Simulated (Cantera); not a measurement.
Feed: 1 mol Fe₃O₄, 0.018 mol HCl, held at 0.133 bar.

Equilibrium computed with Cantera from the NASA thermochemical tables; the gas is ideal and each condensed phase is pure. Candidate condensed phases: Fe, FeCl₂, FeCl₃, FeO, Fe(OH)₂, Fe(OH)₃, Fe₂O₃, Fe₃O₄, H₂O; 22 gas species. Mutual solubility and eutectic melting of coexisting phases are not modelled. Rates play no part.

### Question
Which condensed phases are stable at each of these points (T (°C)): 700, 775, 850, 925, 1000, 1075, 1150, 1225, 1300?

### Answer
```
T (°C)     condensed phases  Fe condensed (%)
------  -------------------  ----------------
700     Fe₂O₃(s) + Fe₃O₄(s)             100.0
775     Fe₂O₃(s) + Fe₃O₄(s)             100.0
850     Fe₂O₃(s) + Fe₃O₄(s)             100.0
925     Fe₂O₃(s) + Fe₃O₄(s)             100.0
1000    Fe₂O₃(s) + Fe₃O₄(s)              99.9
1075    Fe₂O₃(s) + Fe₃O₄(s)              99.9
1150    Fe₂O₃(s) + Fe₃O₄(s)              99.9
1225               Fe₃O₄(s)              99.9
1300               Fe₃O₄(s)              99.9
```

From 700 °C to 1150 °C the condensed part is Fe₂O₃(s) + Fe₃O₄(s). From 1225 °C to 1300 °C the condensed part is Fe₃O₄(s).
